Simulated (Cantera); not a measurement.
# C2H5OH + O2 (carbon deposition, reforming and gasification)

Feed: 1 mol C2H5OH, 0.11 mol O2, at 1775 °C and 1.60 bar.

Method: chemical equilibrium by Gibbs-energy minimisation in Cantera with the NASA 1993 tables (ideal gas, pure condensed phases). Candidate condensed phases: C, C6H6, C7H8, C8H18, H2O; 110 gas species. Equilibrium is a limit: real reactors are often held back by kinetics, nucleation or transport.

The x(H2) is 0.708, the x(CO) is 0.289 and the x(H) is 0.00149. The x(C2H2 (acetylene)) comes out as 0.000743 and the x(CH4) is 0.000301. The x(H2O) is 3.19e-5 and the x(CH3) is 1.24e-5. The x(C2H4) comes out as 4.36e-6. The x(CO2) comes out as 2.73e-6 and the n(C(graphite)) is 0.773 mol. The gas amount is 4.222 mol.
